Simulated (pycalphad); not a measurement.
Source of the numbers: pycalphad with the COST 507 light-alloy database (1999); pressure 1 atm. The data set is of 1999 and partly superseded. Amounts are mole fractions of atoms.

**Question.** Give the equilibrium state of Al-0.2727Si-7.163Mg (wt.%) at 377 °C.

**Answer.** 
```
T = 650.00 K, P = 101325 Pa, N = 1 mol of atoms
G = -23712 J/mol, H = 9828 J/mol, S = 51.60 J/(mol K)  (SER reference)
chemical potentials (J/mol): Al -22740, Si -57508, Mg -33908
phase             fraction      x(Al)      x(Si)      x(Mg)
FCC_A1              0.9922     0.9257   9.24e-07     0.0743
MG2SI               0.0078       none     0.3333     0.6667
```

**Question.** Give the equilibrium state of Al-0.2727Si-7.163Mg (wt.%) at 617 °C.

**Answer.** liquid, fraction 0.812, with 0.33 Si, 8.2 Mg wt.%; fcc, fraction 0.188, with 0.02 Si, 2.6 Mg wt.%.

Database names, with the compositions (at.%) that they take in these runs: MG2SI: Mg 67 Si 33. FCC_A1 is fcc. An entry "none" or "no" means that the model of the phase leaves that element out.
